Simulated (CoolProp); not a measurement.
Cyclohexane along the isotherm 323.6 K: fugacity coefficient from the reference equation and from simpler models built on Tc = 553.6 K, pc = 40.81 bar, ω = 0.209; each cubic takes its own stable root.

The numbers come from the reference Helmholtz-energy equation of state, Zhou 2014 in CoolProp.

```tsv
p (bar)	phase	reference
6.12	liquid	0.06063
12.2	liquid	0.03120
18.4	liquid	0.02123
24.5	liquid	0.01635
30.6	liquid	0.01343
36.7	liquid	0.01148
42.8	liquid	0.01010
49	liquid	0.009051
55.1	liquid	0.008255
61.2	liquid	0.007622
```

### Question
How far does each simpler model (van der Waals, Peng-Robinson) lie from the reference over these 10 states: mean and median of the absolute difference, and the worst?

### Answer
- van der Waals: mean 729.4 %, median 729.1 %, worst +786.4 % at 323.6 K and 61.2 bar
- Peng-Robinson: mean 2.7 %, median 2.6 %, worst +3.3 % at 323.6 K and 6.12 bar
